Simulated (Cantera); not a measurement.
Input: 1 mol Pb, 5.4 mol CO, 74 mol N₂, 0.025 mol O₂, equilibrated at 650 °C and 6.30 bar.

Method: chemical equilibrium by Gibbs-energy minimisation in Cantera with the NASA 1993 tables (ideal gas, pure condensed phases). Candidate condensed phases: C, Pb, PbO, PbO₂, Pb₃O₄; 27 gas species. Kinetics and transport are ignored.

**Question.** What is the equilibrium state?

**Answer.** 
```
Property                                Value
----------------------------------  ---------
x(N₂)                                   0.949
x(CO)                                  0.0312
x(CO₂)                                 0.0193
n(C(graphite))                       1.46 mol
n(Pb(l))                            1.000 mol
gas amount                          77.94 mol
log10 activity of PbO₂(s) (absent)     -18.03
```
